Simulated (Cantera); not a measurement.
Charge: 1 mol SiCl4, 1.9 mol H2, held at 0.133 bar.

Equilibrium computed with Cantera from the NASA thermochemical tables; the gas is ideal and each condensed phase is pure. Candidate condensed phases: Si; 19 gas species. The tables' values for SiCl3 are old estimates; treat these amounts as uncertain. Kinetics and transport are ignored. All values below are at 502 °C.

Base state: H2 0.643, SiCl4 0.333, HCl 0.0118, SiHCl3 0.0117, SiH2Cl2 3.19e-5, SiCl3 1.65e-5 (mole fractions); condensed: gas only.

Question: What changes in the equilibrium state with this change: 0.029 mol NH3 added?

Answer: 
```
species         before    after
-------------  -------  -------
H2               0.643    0.637
SiCl4            0.333    0.326
HCl             0.0118   0.0334
SiHCl3          0.0117  0.00402
SiH2Cl2        3.19e-5  3.83e-6
SiCl3          1.65e-5  5.68e-6
Si3N4(s), mol        0  0.00725
```
Further candidate phases: NH4Cl, Si3N4.

Question: What changes in the equilibrium state with this change: 0.1 mol CH4 added?

Answer: 
| species | before | after |
|---|---|---|
| H2 | 0.643 | 0.623 |
| SiCl4 | 0.333 | 0.322 |
| CH4 | 0 | 0.0306 |
| SiHCl3 | 0.0117 | 0.00738 |
| HCl | 0.0118 | 0.0176 |
| SiH2Cl2 | 3.19e-5 | 1.31e-5 |
| SiCl3 | 1.65e-5 | 1.05e-5 |
| SiC(s), mol | 0 | 0.00765 |
Further candidate phases: C, C6H6, C7H8, C8H18, SiC.
